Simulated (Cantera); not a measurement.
Cantera run:

```python
import numpy as np
import cantera as ct

gas_names = [...]  # 77 gases of nasa_gas.yaml made of C, H, Ta
cond_names = """
    C(gr) C6H6(L) C7H8(L) C8H18(L),n-octa Ta(cr) Ta(L) TaC(s) TaC(L)
""".split()


# ... load() reads the species with a 1 bar reference pressure and builds the phases ...
atoms = {
    'Ta': {'Ta': 1},
    'CH4': {'C': 1, 'H': 4},
}
top_T = {'C(gr)': 4500}  # K; cautious upper limits of use, not melting points


# ... equilibrate(T, P, feed) seeds the gas with the atoms and calls Mixture.equilibrate('TP', solver="vcs", rtol=1e-11, max_steps=5000) ...
results = []
feed = {'Ta': 1, 'CH4': 0.45}  # mol
P = 6.8  # Pa
for T in [1773, 1848, 1923, 1998, 2073, 2148, 2223, 2298, 2373, 2448, 2523]:
    mix = equilibrate(T, P, feed)
    results.append((T, P, feed, dict(zip(mix.species_names, mix.species_moles))))

top = {s: max(r[3][s] / sum(r[3][g] for g in gas_names) for r in results) for s in gas_names}
cols = sorted((s for s in top if top[s] > 1e-05), key=lambda s: -top[s])[:7]
seen = [c for c in cond_names if any(r[3].get(c, 0) > 1e-12 for r in results)]
print("log10 of partial pressures in bar; condensed amounts in mol")
print(f"{'T/K':>10s}" + "".join(f"{s[:9]:>10s}" for s in cols + seen))
for T, P, feed, n in results:
    ng = sum(n[g] for g in gas_names)
    print(f"{T:10.4g}" + "".join(f"{np.log10(max(n[s] / ng * P / 1e5, 1e-99)):10.3f}" for s in cols)
          + "".join(f"{n.get(c, 0):10.4g}" for c in seen))
```

It prints:

```
log10 of partial pressures in bar; condensed amounts in mol
       T/K        H2         H        Ta    Ta(cr)    TaC(s)
      1773    -4.182    -5.637   -15.678      0.55      0.45
      1848    -4.195    -5.373   -14.744      0.55      0.45
      1923    -4.217    -5.134   -13.883      0.55      0.45
      1998    -4.252    -4.921   -13.086      0.55      0.45
      2073    -4.305    -4.733   -12.346      0.55      0.45
      2148    -4.385    -4.572   -11.659      0.55      0.45
      2223    -4.497    -4.442   -11.017      0.55      0.45
      2298    -4.647    -4.342   -10.417      0.55      0.45
      2373    -4.835    -4.273    -9.855      0.55      0.45
      2448    -5.054    -4.228    -9.328      0.55      0.45
      2523    -5.291    -4.201    -8.831      0.55      0.45
```

Equilibrium computed with Cantera from the NASA thermochemical tables; the gas is ideal and each condensed phase is pure. Mutual solubility and eutectic melting of coexisting phases are not modelled. TaC: taken at fixed stoichiometry. Condensed phases not in the tables: Ta2C, N, O or C dissolved in the metal.
